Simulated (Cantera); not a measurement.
A closed system holds: 1 mol SiCl4, 2.7 mol Cl2, 11 mol H2, at 19.0 bar.

Equilibrium computed with Cantera from the NASA thermochemical tables; the gas is ideal and each condensed phase is pure. Candidate condensed phases: Si; 19 gas species. The tables' values for SiCl3 are old estimates; treat these amounts as uncertain. Equilibrium is a limit: real reactors are often held back by kinetics, nucleation or transport. All values below are at 950 °C.

Base state: H2 0.561, HCl 0.371, SiCl4 0.0648, SiHCl3 0.00303, SiCl3 0.000167, SiH2Cl2 1.89e-5 (mole fractions); condensed: gas only.

**Question.** What changes in the equilibrium state with this change: SiCl4 replaced by Si?

**Answer.** 
| species | before | after |
|---|---|---|
| H2 | 0.561 | 0.797 |
| HCl | 0.371 | 0.124 |
| SiCl4 | 0.0648 | 0.0649 |
| SiHCl3 | 0.00303 | 0.0128 |
| SiH2Cl2 | 1.89e-5 | 0.000338 |
| SiCl2 | 3.43e-6 | 4.32e-5 |
| SiCl3 | 0.000167 | 0.000593 |
